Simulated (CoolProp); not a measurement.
Vapour-liquid equilibrium of CHF3 (R23) (1) + R113 (2) at 255.3 K; x and y are mole fractions of (1).

The numbers come from the multi-fluid Helmholtz-energy mixture model, Penoncello 2003 and Marx 1992; pair parameters Bell 2016 in CoolProp.

```tsv
x	bubble pressure (kPa)	y at the bubble point	dew pressure at overall composition x (kPa)	liquid density (mol/L)
0.05	140.4	0.957	6.196	9.127
0.15	___	0.986	6.928	___
0.25	___	0.991	7.855	___
0.35	905.2	0.993	9.067	10.87
0.45	1038	0.994	10.72	11.55
0.55	1114	0.994	13.11	12.29
0.65	1160	0.994	16.86	___
0.75	1207	___	___	13.96
0.85	1280	0.996	39.40	14.91
0.95	___	0.998	119.1	15.94
```

### Question
What belongs in the gaps?

### Answer

- 0.15, bubble pressure (kPa): 430.3
- 0.15, liquid density (mol/L): 9.662
- 0.25, bubble pressure (kPa): 699.0
- 0.25, liquid density (mol/L): 10.24
- 0.65, liquid density (mol/L): 13.09
- 0.75, y at the bubble point: 0.995
- 0.75, dew pressure at overall composition x (kPa): 23.61
- 0.95, bubble pressure (kPa): 1403

No azeotrope shows between x = 0.05 and 0.95.

The pair parameters rest on a limited set of measurements; away from them the model extrapolates. The gap from Raoult's law changes sign with composition, which may be real or a fault of the pair parameters; it wasn't checked against measurements. With so large a gap from Raoult's law the liquid may split in two, which this calculation doesn't test in full.
